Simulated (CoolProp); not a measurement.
Model: reference Helmholtz-energy equation of state, Lemmon 2006, in CoolProp. It is a short technical equation, of lower accuracy than the large ones.

**Question.** For neopentane, give the phase and the Z, cp (kJ/(kg K)), speed of sound (m/s), Joule-Thomson coefficient (K/MPa) at 400.8 K and 0.493 MPa; 508.1 K and 1.28 MPa.

**Answer.** 
- 400.8 K and 0.493 MPa: gas; Z 0.929, cp 2.23, speed of sound 207, Joule-Thomson coefficient 10.3
- 508.1 K and 1.28 MPa: gas; Z 0.916, cp 2.70, speed of sound 229, Joule-Thomson coefficient 5.24
